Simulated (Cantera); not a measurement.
A closed system holds: 1 mol PbO, 1.1 mol H2, a varied amount of N2, held at 1330 Pa.

Equilibrium computed with Cantera from the NASA thermochemical tables; the gas is ideal and each condensed phase is pure. Candidate condensed phases: H2O, Pb, PbO, PbO2, Pb3O4; 27 gas species. The numbers say what is thermodynamically allowed, not how fast it happens.

**Question.** What condenses at these points (T in K, n(N2) in mol): (1548, 55); (1148, 40); (1148, 33); (1298, 40); (1398, 25)?

**Answer.** 
| T (K) | n(N2) in mol | condensed phases | Pb condensed (%) |
|---|---|---|---|
| 1548 | 55 | gas only | 0.0 |
| 1148 | 40 | Pb | 11.7 |
| 1148 | 33 | Pb | 26.8 |
| 1298 | 40 | gas only | 0.0 |
| 1398 | 25 | gas only | 0.0 |
